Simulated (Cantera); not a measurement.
Input: 1 mol Al2O3, 0.3 mol N2, equilibrated at 2400 °C and 4.10 bar.

Method: chemical equilibrium by Gibbs-energy minimisation in Cantera with the NASA 1993 tables (ideal gas, pure condensed phases). Candidate condensed phases: Al, AlN, Al2O3; 16 gas species. The numbers say what is thermodynamically allowed, not how fast it happens.

Base state: N2 1.000, NO 4.26e-5, Al 2.40e-5 (mole fractions); condensed: Al2O3(l).

**Question.** What changes in the equilibrium state with this change: pressure from 4.10 bar to 0.0300 bar?

**Answer.** 
```tsv
species	before	after
N2	1.000	0.994
O	9.03e-6	0.00211
Al	2.40e-5	0.00147
O2	3.23e-7	0.000129
AlO	8.40e-6	0.000879
Al2O3(l), mol	1.000	1.000
```
